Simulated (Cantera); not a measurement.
## Thermodynamics of abatement and gas-phase synthesis, feed CO2 + H2

A closed system holds: 1 mol CO2, a varied amount of H2, at 1950 K and 40.0 Pa.

Equilibrium computed with Cantera from the NASA thermochemical tables; the gas is ideal and each condensed phase is pure. Candidate condensed phases: C, C6H6, C7H8, C8H18, H2O; 110 gas species. Equilibrium is a limit: real reactors are often held back by kinetics, nucleation or transport.

| n(H2) (mol) | log p CO2 | log p H2 | log p CO | log p H2O | log p O2 | log p H |
|---|---|---|---|---|---|---|
| 0.043 | -3.52 | -6.23 | -4.24 | -4.87 | -4.69 | -6.06 |
| 0.066 | -3.53 | -6.01 | -4.22 | -4.68 | -4.75 | -5.95 |
| 0.1 | -3.55 | -5.79 | -4.19 | -4.51 | -4.84 | -5.84 |
| 0.16 | -3.58 | -5.52 | -4.14 | -4.32 | -5.01 | -5.70 |
| 0.24 | -3.63 | -5.26 | -4.08 | -4.17 | -5.24 | -5.57 |
| 0.37 | -3.73 | -4.95 | -4.00 | -4.04 | -5.59 | -5.42 |
| 0.58 | -3.89 | -4.61 | -3.92 | -3.94 | -6.07 | -5.24 |
| 0.89 | -4.12 | -4.29 | -3.88 | -3.89 | -6.61 | -5.09 |
| 1.4 | -4.43 | -4.01 | -3.90 | -3.90 | -7.20 | -4.95 |
| 2.1 | -4.75 | -3.82 | -3.96 | -3.97 | -7.71 | -4.85 |
| 3.3 | -5.12 | -3.68 | -4.08 | -4.08 | -8.22 | -4.78 |
| 5 | -5.47 | -3.59 | -4.21 | -4.21 | -8.65 | -4.74 |
log p: log10 of the partial pressure in bar; nothing condenses.

From 0.043 mol H2 to 5 mol H2 nothing is condensed. The main C-bearing gas is CO2 at 0.043 mol H2 and CO at 5 mol H2.
